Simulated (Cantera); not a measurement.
Mixture: CO : H₂ : O₂ : N₂ : H₂O = 1 : 0.45 : 0.453 : 2.54 : 0.44 (molar parts), equivalence ratio 1.6, at 2.20 bar, adiabatic and at constant volume. Ignition delay is the time to a rise of 400 K.

Detailed kinetics in Cantera: GRI-Mech 3.0 (53 species, 325 reactions). The hydrogen kinetics of GRI-Mech 3.0 are dated; newer H2 mechanisms differ, most at raised pressure.

### Question
Predict: delay at 1000 K; delay at 1050 K; delay at 1100 K; delay at 1150 K; delay at 1200 K; delay at 1250 K; delay at 1300 K; apparent activation energy between 1200 and 1300 K.

### Answer
```json
{
 "delay at 1000 K": "5.17 ms",
 "delay at 1050 K": "1.09 ms",
 "delay at 1100 K": "0.254 ms",
 "delay at 1150 K": "97.2 µs",
 "delay at 1200 K": "54.9 µs",
 "delay at 1250 K": "37.4 µs",
 "delay at 1300 K": "28.0 µs",
 "apparent activation energy between 1200 and 1300 K": "87 kJ/mol"
}
```
